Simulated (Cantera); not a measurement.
**Equilibrium for silicon oxide and oxynitride deposition: SiH4 + O2 + H2**

Input: 1 mol SiH4, 12 mol O2, 7.8 mol H2, equilibrated at 42.0 Torr.

Equilibrium computed with Cantera from the NASA thermochemical tables; the gas is ideal and each condensed phase is pure. Candidate condensed phases: H2O, Si, SiO2; 18 gas species. The tables hold silica as quartz up to 1696 K and as liquid above; real silica turns to tridymite and cristobalite and melts near 1996 K. Gases not in the tables: Si(OH)4. Rates play no part.

| T (°C) | log p H2O | log p O2 | log p OH | log p O | n SiO2(α-quartz) | n SiO2(β-quartz) |
|---|---|---|---|---|---|---|
| 427 | -1.46 | -1.67 | -11.05 | <-13 | 1.00 | 0 |
| 502 | -1.46 | -1.67 | -9.88 | <-13 | 1.00 | 0 |
| 577 | -1.46 | -1.67 | -8.91 | -12.96 | 0 | 1.00 |
| 652 | -1.46 | -1.67 | -8.11 | -11.71 | 0 | 1.00 |
| 727 | -1.46 | -1.67 | -7.42 | -10.64 | 0 | 1.00 |
| 802 | -1.46 | -1.67 | -6.83 | -9.72 | 0 | 1.00 |
| 877 | -1.46 | -1.67 | -6.31 | -8.91 | 0 | 1.00 |
| 952 | -1.46 | -1.67 | -5.86 | -8.21 | 0 | 1.00 |
| 1027 | -1.46 | -1.67 | -5.46 | -7.59 | 0 | 1.00 |
| 1102 | -1.46 | -1.67 | -5.10 | -7.03 | 0 | 1.00 |
| 1177 | -1.46 | -1.67 | -4.78 | -6.53 | 0 | 1.00 |
| 1252 | -1.46 | -1.67 | -4.49 | -6.08 | 0 | 1.00 |
| 1327 | -1.46 | -1.67 | -4.23 | -5.67 | 0 | 1.00 |
log p: log10 of the partial pressure in bar; n: condensed amount in mol.

From 427 °C to 502 °C the condensed part is SiO2(α-quartz). From 577 °C to 1327 °C the condensed part is SiO2(β-quartz).
